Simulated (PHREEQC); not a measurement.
A made-up water analysis in mg/kgw, 45 °C, pH 2.78, pe 11.4:

```csv
constituent,mg/kgw
Na,120
K,171
Ca,6.86
Mg,32.1
Cl,136
S(6) as SO4,610
N(5) as NO3,0.417
Fe(3),6.9
Mn(2),0.573
```

Na is adjusted to close the charge balance.
Valence states are taken as typed.

All values are PHREEQC results (ion-association model, phreeqc.dat), not measurements.

**Question.** The ionic strength comes out as 0.0200 mol/kgw. What activity coefficients do Mn+2, FeOH+2, NaSO4-, Mg+2, FeSO4+ get?

**Answer.** Mn+2 0.58, FeOH+2 0.57, NaSO4- 0.87, Mg+2 0.58, FeSO4+ 0.87.

No solid was allowed to form. Examples of supersaturated solids here: Jarosite-K, Hematite (slow to form). Others may be too. Away from 25 °C the constants follow the database's enthalpies or fits; those with neither stay at their 25 °C values.
